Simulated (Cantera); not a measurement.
**Equilibrium for silicon oxide and oxynitride deposition: Si₂H₆ + CO₂ + N₂**

Input: 1 mol Si₂H₆, 0.19 mol CO₂, a varied amount of N₂, at 1075 K and 0.100 bar.

Cantera equilibrium calculation (NASA polynomials, part measured and part estimated; ideal gas, pure solids and liquids). Candidate condensed phases: C, C₆H₆, C₇H₈, C₈H₁₈, H₂O, Si, SiC, SiO₂, Si₂N₂O, Si₃N₄; 151 gas species. The feed counts by its element totals alone. N₂ is the only nitrogen source here; it is nearly inert below about 1500 K, so the nitride shown seldom forms there in practice. Mutual solubility and eutectic melting of coexisting phases are not modelled. Rates play no part.

From 3.1 mol N₂ to 200 mol N₂ the condensed part is C(graphite) + Si₂N₂O(s) + Si₃N₄(s).

```csv
n(N₂) (mol),x N₂,x H₂,x CH₄,x NH₃,x HCN,x H,x C₂H₄,n C(graphite),n Si₂N₂O(s),n Si₃N₄(s)
3.1,0.388,0.611,0.00168,1.09e-5,7.71e-6,3.63e-8,3.03e-8,0.182,0.380,0.413
4.5,0.524,0.475,0.00102,8.67e-6,7.91e-6,3.20e-8,1.83e-8,0.184,0.380,0.413
6.6,0.643,0.356,0.000573,6.25e-6,7.59e-6,2.77e-8,1.03e-8,0.185,0.380,0.413
9.6,0.737,0.263,0.000311,4.23e-6,6.98e-6,2.38e-8,5.61e-9,0.186,0.380,0.413
14,0.810,0.190,0.000162,2.72e-6,6.21e-6,2.02e-8,2.92e-9,0.187,0.380,0.413
20,0.862,0.137,8.53e-5,1.73e-6,5.46e-6,1.72e-8,1.54e-9,0.188,0.380,0.413
30,0.906,0.0943,4.01e-5,1.01e-6,4.63e-6,1.42e-8,7.22e-10,0.189,0.380,0.413
44,0.935,0.0655,1.93e-5,5.93e-7,3.92e-6,1.19e-8,3.48e-10,0.189,0.380,0.413
64,0.954,0.0456,9.37e-6,3.48e-7,3.31e-6,9.91e-9,1.69e-10,0.189,0.380,0.413
93,0.968,0.0316,4.51e-6,2.03e-7,2.77e-6,8.25e-9,8.13e-11,0.189,0.380,0.413
140,0.979,0.0212,2.02e-6,1.11e-7,2.28e-6,6.75e-9,3.63e-11,0.189,0.380,0.413
200,0.985,0.0149,9.96e-7,6.58e-8,1.92e-6,5.66e-9,1.79e-11,0.189,0.380,0.413
```
x: gas mole fraction; n: condensed amount in mol.
